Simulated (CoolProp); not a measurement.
A single-stage vapour-compression cycle with R1224YDZ: evaporating at 276.15 K (dew point), condensing at 306.15 K (bubble point), superheat 10 K, subcooling 8 K, compressor efficiency 0.85, no pressure losses. Each further row changes one setting.

Computed with CoolProp (reference Helmholtz-energy equation of state, Akasaka 2023).

```csv
case,cooling COP,pressure ratio,discharge temperature (K),refrigerating effect (kJ/kg),volumetric capacity (kJ/m³)
as stated,[?],3.10,317.2,158,637
evaporating temperature 281.15 K,9.23,2.52,316.7,161,[?]
condensing temperature 301.15 K,9.07,2.61,312.4,164,660
subcooling 13 K,[?],3.10,317.2,164,660
superheat 20 K,7.48,3.10,327.3,166,[?]
compressor efficiency 0.75,6.54,3.10,320.6,158,637
```

Q: What belongs in the gaps?

A: 
- as stated, cooling COP: 7.41
- evaporating temperature 281.15 K, volumetric capacity (kJ/m³): 791
- subcooling 13 K, cooling COP: 7.68
- superheat 20 K, volumetric capacity (kJ/m³): 642
